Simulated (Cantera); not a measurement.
Charge: 1 mol Si₃N₄, 1 mol CO₂, 470 mol H₂, equilibrated at 63.0 Pa.

Cantera equilibrium calculation (NASA polynomials, part measured and part estimated; ideal gas, pure solids and liquids). Candidate condensed phases: C, C₆H₆, C₇H₈, C₈H₁₈, H₂O, Si, SiC, SiO₂, Si₂N₂O, Si₃N₄; 151 gas species. Mutual solubility and eutectic melting of coexisting phases are not modelled. Gases not in the tables: Si₂H₆ and higher silanes. The numbers say what is thermodynamically allowed, not how fast it happens.

x: gas mole fraction; n: condensed amount in mol.

```tsv
T (K)	x H₂	x H	x N₂	x SiO	x CO	x Si	n C(graphite)	n Si₂N₂O(s)	n SiC(s)	n Si(s)
1073	0.998	5.58e-7	0.00106	8.64e-9	0.00106	<1e-12	0.486	1.50	0	0
1123	0.998	1.69e-6	0.00106	7.02e-8	0.00106	<1e-12	0.491	1.50	0	0
1173	0.997	[?]	0.00141	[?]	0.00141	[?]	0	1.34	0.329	0
1223	0.997	1.20e-5	0.00142	4.41e-6	0.00141	2.55e-11	0	1.33	0.333	0
1273	0.997	2.84e-5	0.00144	3.38e-5	0.00140	4.52e-10	0	1.32	0.338	0
1323	0.997	6.31e-5	0.00155	0.000210	0.00134	6.38e-9	0	1.27	0.366	0
1373	0.996	0.000132	0.00204	0.000942	0.00110	7.31e-8	0	1.04	0.481	0
1423	0.993	0.000264	0.00322	0.00272	0.000503	8.01e-7	0	0.475	0.762	0
1473	0.991	0.000502	0.00422	0.00412	0.000101	8.69e-6	0	0	0.952	0.0909
1523	0.991	0.000916	0.00422	0.00410	0.000121	2.86e-5	0	0	0.943	0.0989
1573	0.990	[?]	0.00421	0.00407	[?]	[?]	0	0	0.932	[?]
1623	0.989	0.00274	0.00421	0.00405	0.000166	0.000248	0	0	0.920	0.0294
1673	0.987	0.00451	0.00421	0.00392	0.000286	0.000536	0	0	0.861	0
1723	0.983	0.00720	0.00420	0.00366	0.000540	0.00102	0	0	0.736	0
```

Question: What belongs in the gaps?

Answer: 
- 1173, x H: 4.69e-6
- 1173, x SiO: 4.76e-7
- 1173, x Si: 1.12e-12
- 1573, x H: 0.00161
- 1573, x CO: 0.000142
- 1573, x Si: 8.73e-5
- 1573, n Si(s): 0.0891
